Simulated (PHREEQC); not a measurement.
Model water analysis in mg/L, 30 °C, pH 5.66, pe 2.8:

| constituent | mg/L |
|---|---|
| Na | 0.874 |
| K | 0.462 |
| Ca | 1.55 |
| Mg | 0.982 |
| Cl | 2.08 |
| S(6) as SO4 | 3.75 |
| Alkalinity as HCO3 | 4.14 |
| N(-3) as NH4 | 0.00679 |
| Fe(2) | 0.0109 |
| Li | 0.00998 |
| Sr | 0.00989 |
| Si as SiO2 | 0.00718 |

Valence states are taken as typed.

The numbers come from PHREEQC with the ion-association model, phreeqc.dat.

```json
{
 "ionic_strength": "0.000326 mol/kgw",
 "charge_balance_error": "1.4 %"
}
```

| species | molality | activity | log γ |
|---|---|---|---|
| CO2 | 0.000319 | 0.000319 | 0.000 |
| HCO3- | 7.00e-5 | 6.86e-5 | -0.009 |
| Cl- | 5.87e-5 | 5.75e-5 | -0.009 |
| Mg+2 | 4.00e-5 | 3.68e-5 | -0.036 |
| SO4-2 | 3.84e-5 | 3.54e-5 | -0.036 |
| Ca+2 | 3.84e-5 | 3.53e-5 | -0.036 |
| Na+ | 3.80e-5 | 3.72e-5 | -0.009 |
| K+ | 1.18e-5 | 1.16e-5 | -0.009 |
| H+ | 2.23e-6 | 2.19e-6 | -0.009 |
| Li+ | 1.44e-6 | 1.41e-6 | -0.009 |
| NH4+ | 3.76e-7 | 3.68e-7 | -0.009 |
| MgSO4 | 3.47e-7 | 3.47e-7 | 0.000 |
| CaSO4 | 2.31e-7 | 2.31e-7 | 0.000 |
| Fe+2 | 1.93e-7 | 1.77e-7 | -0.036 |
| H4SiO4 | 1.20e-7 | 1.20e-7 | 0.000 |

Precipitation was switched off in this run.
